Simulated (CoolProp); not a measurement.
Computed with CoolProp (reference Helmholtz-energy equation of state, Tillner-Roth 1994).

Question: Give the vapour pressure (MPa), enthalpy of vaporisation (kJ/kg), liquid cp (kJ/(kg K)), surface tension (mN/m) of saturated R134a at -50.55, -38.75, -29.95 °C.

Answer: 
| T (°C) | p (MPa) | enthalpy of vaporisation (kJ/kg) | liquid cp (kJ/(kg K)) | surface tension (mN/m) |
|---|---|---|---|---|
| -50.55 | 0.0285 | 232 | 1.24 | 18.9 |
| -38.75 | 0.0547 | 225 | 1.26 | 17.1 |
| -29.95 | 0.0846 | 219 | 1.27 | 15.8 |

Surface tension comes from a separate correlation (Mulero 2012).
